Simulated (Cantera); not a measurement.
Charge: 1 mol CH3SiCl3, 0.11 mol C3H8, 14 mol H2, held at 0.290 bar.

These are equilibrium values from Cantera (NASA tables, ideal gas, pure condensed phases), not measurements of a reactor. Candidate condensed phases: C, C6H6, C7H8, C8H18, Si, SiC; 109 gas species. The feed counts by its element totals alone. The tables' values for SiCl, SiCl3 are old estimates; treat these amounts as uncertain. Gases not in the tables: Si2H6 and higher silanes. The numbers say what is thermodynamically allowed, not how fast it happens. All values below are at 2350 K.

Base state: H2 0.811, HCl 0.151, H 0.0209, SiCl2 0.00773, C2H2 (acetylene) 0.00448, Cl 0.00278, Si 0.000816, SiCl 0.000519 (mole fractions); condensed: C(graphite) + SiC(s).

Problem. What changes in the equilibrium state with this change: pressure from 0.290 bar to 2.50 mbar?

Solution. 
```tsv
species	before	after
H2	0.811	0.615
H	0.0209	0.196
HCl	0.151	0.113
Si	0.000816	0.0356
Cl	0.00278	0.0259
CH4	3.72e-5	1.84e-7
C3	1.42e-7	1.65e-5
C(graphite), mol	0.333	0.920
SiC(s), mol	0.830	0
```
The tables' values for SiCl are old estimates; treat these amounts as uncertain.
